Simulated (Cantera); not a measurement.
A freely propagating, adiabatic, planar premixed flame of 18.2 % H₂, 17.2 % O₂, 64.6 % N₂, equivalence ratio 0.53, unburnt at 623 K and 0.210 bar; multicomponent+Soret transport, grid criteria slope 0.08 and curve 0.16, no radiation.

Model: the H2/O2 subset of GRI-Mech 3.0, which has no nitrogen chemistry, integrated in Cantera. Burning velocities carry a grid error of a few per cent, more on coarse grids. Lean hydrogen flames are cellular in practice and burn faster than this planar one.

x: mole fraction of selected species; z is measured from the peak of heat release.

```csv
z (mm),T (K),u (m/s),x H₂,x O₂,x OH,x H₂O₂,x O,x HO₂
-10.1,623,4.09,0.182,0.172,<1e-8,<1e-8,<1e-8,<1e-8
-6.72,623,4.09,0.182,0.172,<1e-8,<1e-8,<1e-8,<1e-8
-5.04,623,4.09,0.182,0.172,<1e-8,<1e-8,<1e-8,2.34e-8
-3.36,623,4.09,0.182,0.172,<1e-8,<1e-8,2.03e-8,2.44e-6
-1.68,641,4.18,0.174,0.172,5.88e-5,1.88e-6,1.75e-5,7.68e-5
-0.840,?,4.98,0.145,0.169,0.000411,1.91e-6,0.000392,5.20e-5
0,?,6.80,0.0695,0.137,0.00262,1.66e-6,0.00574,2.82e-5
0.840,?,8.24,0.0203,0.1000,0.00632,1.69e-6,0.0136,1.71e-5
1.68,?,8.94,0.0132,0.0918,0.00808,1.14e-6,0.0148,1.32e-5
3.36,1574,9.66,0.0113,0.0891,0.00967,6.28e-7,0.0129,1.01e-5
6.72,1697,10.3,0.00890,0.0875,0.0105,3.27e-7,0.00980,7.45e-6
13.4,1801,10.9,0.00596,0.0870,0.00996,1.79e-7,0.00635,4.99e-6
26.9,1878,11.3,0.00327,0.0871,0.00818,1.05e-7,0.00341,2.96e-6
```

Question: Complete the blanks.

Answer: 
- -0.840, T (K): 778
- 0, T (K): 1087
- 0.840, T (K): 1326
- 1.68, T (K): 1446
